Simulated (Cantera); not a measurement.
A perfectly stirred reactor is fed with 27.0 % NO, 73.0 % N2, at 263 Torr; it is held at 2200 K, and followed from long to short residence time.

Cantera simulation using GRI-Mech 3.0 (53 species, 325 reactions); the numbers are that mechanism's predictions, not measurements.

x: mole fraction; the columns are a selection and need not sum to one.

| τ (s) | x NO | x NO2 | x O | x N2O | x O2 | x N2 |
|---|---|---|---|---|---|---|
| 0.46 | 0.108 | 5.06e-5 | 0.00133 | ___ | 0.0803 | 0.810 |
| 0.11 | 0.207 | 6.26e-5 | 0.000880 | ___ | 0.0310 | 0.761 |
| 0.028 | 0.255 | 4.48e-5 | 0.000534 | 3.16e-5 | 0.00718 | 0.737 |
| 0.0070 | 0.267 | 3.18e-5 | 0.000371 | ___ | 0.00140 | 0.731 |
| 0.0017 | 0.270 | 1.88e-5 | 0.000215 | ___ | 0.000178 | 0.730 |
| 0.00043 | 0.270 | 5.59e-6 | 6.57e-5 | ___ | 1.10e-5 | 0.730 |
| 0.00011 | 0.270 | 9.51e-7 | 1.42e-5 | ___ | 5.50e-7 | 0.730 |

Q: Some entries are withheld; supply them.

A: 
- 0.46, x N2O: 5.30e-6
- 0.11, x N2O: 2.00e-5
- 0.0070, x N2O: 3.43e-5
- 0.0017, x N2O: 3.13e-5
- 0.00043, x N2O: 2.14e-5
- 0.00011, x N2O: 9.31e-6
